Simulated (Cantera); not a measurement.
What does this Cantera script print?

```python
import numpy as np
import cantera as ct

gas_names = [...]  # 95 gases of nasa_gas.yaml made of C, F, H
cond_names = """
    C(gr) C6H6(L) C7H8(L) C8H18(L),n-octa
""".split()


# ... load() reads the species with a 1 bar reference pressure and builds the phases ...
atoms = {
    'CH3F': {'C': 1, 'H': 3, 'F': 1},
    'H2': {'H': 2},
}
top_T = {'C(gr)': 4500}  # K; cautious upper limits of use, not melting points


# ... equilibrate(T, P, feed) seeds the gas with the atoms and calls Mixture.equilibrate('TP', solver="vcs", rtol=1e-11, max_steps=5000) ...
results = []
feed = {'CH3F': 1, 'H2': 0.62}  # mol
for P in [1, 5.2, 27, 140, 720, 3700, 19000, 100000]:
    for T in [2373, 2473, 2573, 2673, 2773, 2873, 2973, 3073, 3173]:
        mix = equilibrate(T, P, feed)
        results.append((T, P, feed, dict(zip(mix.species_names, mix.species_moles))))

for T, P, feed, n in results:
    print(f"{T:7g} {P:10.4g}  " + (" + ".join(c for c in cond_names if n.get(c, 0) > 1e-12) or "gas only"))
```

Output:

```
   2373          1  C(gr)
   2473          1  C(gr)
   2573          1  gas only
   2673          1  gas only
   2773          1  gas only
   2873          1  gas only
   2973          1  gas only
   3073          1  gas only
   3173          1  gas only
   2373        5.2  C(gr)
   2473        5.2  C(gr)
   2573        5.2  C(gr)
   2673        5.2  gas only
   2773        5.2  gas only
   2873        5.2  gas only
   2973        5.2  gas only
   3073        5.2  gas only
   3173        5.2  gas only
   2373         27  C(gr)
   2473         27  C(gr)
   2573         27  C(gr)
   2673         27  C(gr)
   2773         27  gas only
   2873         27  gas only
   2973         27  gas only
   3073         27  gas only
   3173         27  gas only
   2373        140  C(gr)
   2473        140  C(gr)
   2573        140  C(gr)
   2673        140  C(gr)
   2773        140  C(gr)
   2873        140  C(gr)
   2973        140  gas only
   3073        140  gas only
   3173        140  gas only
   2373        720  C(gr)
   2473        720  C(gr)
   2573        720  C(gr)
   2673        720  C(gr)
   2773        720  C(gr)
   2873        720  C(gr)
   2973        720  C(gr)
   3073        720  gas only
   3173        720  gas only
   2373       3700  C(gr)
   2473       3700  C(gr)
   2573       3700  C(gr)
   2673       3700  C(gr)
   2773       3700  C(gr)
   2873       3700  C(gr)
   2973       3700  C(gr)
   3073       3700  C(gr)
   3173       3700  C(gr)
   2373    1.9e+04  C(gr)
   2473    1.9e+04  C(gr)
   2573    1.9e+04  C(gr)
   2673    1.9e+04  C(gr)
   2773    1.9e+04  C(gr)
   2873    1.9e+04  C(gr)
   2973    1.9e+04  C(gr)
   3073    1.9e+04  C(gr)
   3173    1.9e+04  C(gr)
   2373      1e+05  C(gr)
   2473      1e+05  C(gr)
   2573      1e+05  C(gr)
   2673      1e+05  C(gr)
   2773      1e+05  C(gr)
   2873      1e+05  C(gr)
   2973      1e+05  C(gr)
   3073      1e+05  C(gr)
   3173      1e+05  C(gr)
```

These are equilibrium values from Cantera (NASA tables, ideal gas, pure condensed phases), not measurements of a reactor.
